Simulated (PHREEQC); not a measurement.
**Polishing slurry liquid: an equilibrium model**

Dissolve 0.351 mol H2SO4 and 0.017 mol KH2PO4 per kg of water at 86 °C. Closed to the air; pH follows from the charge balance.

All values are PHREEQC results (ion-association model, phreeqc.dat), not measurements.

No solid was allowed to form.

Task: What pH does the model give?

Result: pH 0.59.

Task: In which forms is K present?

Result: K+ 97 %, KSO4- 3.0 % of the K.

Constants without temperature data keep their 25 °C values here.
